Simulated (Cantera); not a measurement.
Feed: 1 mol H2S, a varied amount of O2, 1.2 mol H2, 2.5 mol H2O, held at 2427 °C and 0.0330 bar.

These are equilibrium values from Cantera (NASA tables, ideal gas, pure condensed phases), not measurements of a reactor. Candidate condensed phases: H2O, H2SO4, S; 19 gas species. Equilibrium is a limit: real reactors are often held back by kinetics, nucleation or transport.

Problem. At 1.6 mol O2, list the 4 most abundant gas species with their mole fractions, and the condensed phases.

Solution. H2O 0.403, H2 0.171, H 0.129, SO2 0.0939. Condensed: gas only.
